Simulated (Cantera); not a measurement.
Mixture: 7.32 % CH4, 2.20 % CO, 19.0 % O2, 71.3 % N2, 0.190 % C2H6, equivalence ratio 0.87, at 443 Torr, adiabatic and at constant volume. Ignition delay is the time to a rise of 400 K.

Model: GRI-Mech 3.0 (53 species, 325 reactions), integrated in Cantera.

Predict: delay at 1025 K; delay at 1125 K; delay at 1225 K; delay at 1325 K; delay at 1425 K; delay at 1525 K; delay at 1625 K; apparent activation energy between 1425 and 1625 K.


```
Item                                                     Value
--------------------------------------------------  ----------
delay at 1025 K                                        0.578 s
delay at 1125 K                                        0.110 s
delay at 1225 K                                        23.9 ms
delay at 1325 K                                        5.88 ms
delay at 1425 K                                        1.67 ms
delay at 1525 K                                       0.576 ms
delay at 1625 K                                       0.245 ms
apparent activation energy between 1425 and 1625 K  180 kJ/mol
```
